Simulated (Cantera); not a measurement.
# Premixed flame

A freely propagating, adiabatic, planar premixed flame of 4.77 % C₃H₈, 17.0 % O₂, 78.2 % N₂, equivalence ratio 1.4, unburnt at 475 K and 100000 Pa; mixture-averaged transport, grid criteria slope 0.08 and curve 0.16, no radiation.

Cantera simulation using GRI-Mech 3.0 (53 species, 325 reactions); the numbers are that mechanism's predictions, not measurements. GRI-Mech 3.0 was tuned for natural gas; its chemistry of propane as a main component is partial and can be far from experiment. Burning velocities carry a grid error of a few per cent, more on coarse grids.

```tsv
z (mm)	T (K)	u (m/s)	x C₃H₈	x O₂	x CH₄	x CO₂	x HCN	x C₂H₂
-1.43	475	0.471	0.0476	0.170	3.33e-6	9.09e-7	<1e-8	2.41e-7
-0.954	480	0.477	0.0473	0.168	2.97e-5	1.29e-5	1.52e-8	3.17e-6
-0.716	495	0.496	0.0470	0.166	0.000117	7.42e-5	8.51e-8	1.70e-5
-0.477	585	0.594	0.0456	0.157	0.000600	0.000669	7.33e-7	0.000139
-0.239	973	1.02	0.0319	0.116	0.00271	0.00537	5.43e-6	0.00101
-0.119	1323	1.44	0.0117	0.0766	0.00436	0.0119	1.16e-5	0.00221
0	1659	1.84	0.000368	0.0353	0.00329	0.0216	2.17e-5	0.00373
0.119	1833	2.04	3.71e-7	0.0124	0.000891	0.0312	3.20e-5	0.00222
0.239	1893	2.11	<1e-8	0.00398	0.000179	0.0382	3.37e-5	0.000727
0.477	1922	2.13	<1e-8	0.000561	1.06e-5	0.0455	2.56e-5	8.32e-5
0.954	1937	2.15	<1e-8	0.000150	2.37e-7	0.0491	1.31e-5	2.74e-6
1.91	1951	2.16	<1e-8	8.53e-5	<1e-8	0.0495	4.84e-6	3.06e-8
3.82	1965	2.17	<1e-8	3.93e-5	<1e-8	0.0492	1.46e-6	<1e-8
```
x: mole fraction of selected species; z is measured from the peak of heat release.

```json
{
  "laminar_burning_velocity": "46.9 cm/s",
  "thermal_thickness": "0.477 mm",
  "peak x(CH₄)": "0.00452",
  "peak x(HCN)": "3.40e-5",
  "peak x(C₂H₂)": "0.00373",
  "grid_points": "141"
}
```
